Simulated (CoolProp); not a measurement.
The numbers come from the reference Helmholtz-energy equation of state, Jacobsen 1992 in CoolProp.

Problem. For R11, give the phase and the cv (kJ/(kg K)), Joule-Thomson coefficient (K/MPa), Prandtl number at 68.65 °C and 1.15 bar.

Solution. 
- 68.65 °C and 1.15 bar: gas; cv 0.552, Joule-Thomson coefficient 24.4, Prandtl number 0.708

Viscosity comes from a separate model (Klein 1997), an estimate that may be off by 10 % or more. Thermal conductivity comes from a separate model (McLinden 2000), an estimate that may be off by 10 % or more.
